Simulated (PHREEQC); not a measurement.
PHREEQC input (Pitzer model, pitzer.dat):

```
SOLUTION 1
  temp 15
  units mol/kgw
  pH 7 charge
  Cl 0.5794
  Na 0.0034
  Ca 0.12
  Mg 0.1
  Sr 0.068
END
USE solution 1
INCREMENTAL_REACTIONS false
REACTION 1
  H2O -1
  0 9.886 18.011 24.689 30.178 34.689 38.397 41.444
  43.949 46.007 47.699 49.089 50.232 51.172 51.944 52.578 moles
EQUILIBRIUM_PHASES 1
  Bischofite 0 0
  Brucite 0 0
  Halite 0 0
  Portlandite 0 0
  MgCl2_4H2O 0 0
SELECTED_OUTPUT 1
  -reset false
  -pH true
  -pe true
  -ionic_strength true
  -water true
  -activities H2O
  -totals Ca Cl Mg Na Sr
  -molalities H+ Na+ Mg+2 Ca+2 Sr+2 Cl- OH- MgOH+
  -equilibrium_phases Bischofite Brucite Halite Portlandite MgCl2_4H2O
PRINT
  -reset false
END
```

Selected output (columns that matter, 16 of 16 rows; water left (kg) added in front):

```
water left (kg)	pH	mu	Ca	Cl	Mg	Na	Sr	m_H+	m_Na+	m_Mg+2	m_Ca+2	m_Sr+2	m_Cl-	la_H2O
1	6.783	0.8674	0.12	0.5794	0.1	0.0034	0.068	1.9265e-07	0.0034	0.1	0.12	0.068	0.5794	-0.0060055
0.821894	6.7385	1.0554	0.146	0.70496	0.12167	0.0041368	0.082736	2.0463e-07	0.0041368	0.12167	0.146	0.082736	0.70496	-0.0074049
0.675514	6.6867	1.2841	0.17764	0.85772	0.14804	0.0050332	0.10066	2.1816e-07	0.0050332	0.14804	0.17764	0.10066	0.85772	-0.0091707
0.555203	6.6257	1.5623	0.21614	1.0436	0.18011	0.0061239	0.12248	2.3374e-07	0.0061239	0.18011	0.21614	0.12248	1.0436	-0.011421
0.456313	6.553	1.9009	0.26298	1.2697	0.21915	0.007451	0.14902	2.5212e-07	0.007451	0.21915	0.26298	0.14902	1.2697	-0.014321
0.375043	6.4653	2.3128	0.31996	1.5449	0.26664	0.0090656	0.18131	2.7443e-07	0.0090656	0.26664	0.31996	0.18131	1.5449	-0.01811
0.30824	6.3584	2.814	0.38931	1.8797	0.32442	0.01103	0.22061	3.0245e-07	0.01103	0.32442	0.38931	0.22061	1.8797	-0.023133
0.253345	6.2273	3.4238	0.47366	2.287	0.39472	0.01342	0.26841	3.3895e-07	0.01342	0.39472	0.47366	0.26841	2.287	-0.029894
0.208215	6.0655	4.1659	0.57633	2.7827	0.48027	0.016329	0.32659	3.884e-07	0.016329	0.48027	0.57633	0.32659	2.7827	-0.039138
0.171138	5.8654	5.0684	0.70119	3.3856	0.58432	0.019867	0.39734	4.5797e-07	0.019867	0.58432	0.70119	0.39734	3.3856	-0.051949
0.140655	5.6181	6.1669	0.85315	4.1193	0.71096	0.024173	0.48345	5.5959e-07	0.024173	0.71096	0.85315	0.48345	4.1193	-0.069946
0.115613	5.3144	7.5026	1.0379	5.0116	0.86496	0.029409	0.58817	7.1328e-07	0.029409	0.86496	1.0379	0.58817	5.0116	-0.095488
0.0950203	4.9433	9.1286	1.2629	6.0976	1.0524	0.035782	0.71564	9.5464e-07	0.035782	1.0524	1.2629	0.71564	6.0976	-0.13211
0.0780852	4.4932	11.108	1.5368	7.4201	1.2807	0.043542	0.87084	1.3498e-06	0.043542	1.2807	1.5368	0.87084	7.4201	-0.18504
0.0641769	3.9519	13.516	1.8698	9.0282	1.5582	0.052979	1.0596	2.0271e-06	0.052979	1.5582	1.8698	1.0596	9.0282	-0.26194
0.0527548	3.3058	16.442	2.2747	10.983	1.8956	0.064449	1.289	3.2533e-06	0.064449	1.8956	2.2747	1.289	10.983	-0.3742
```
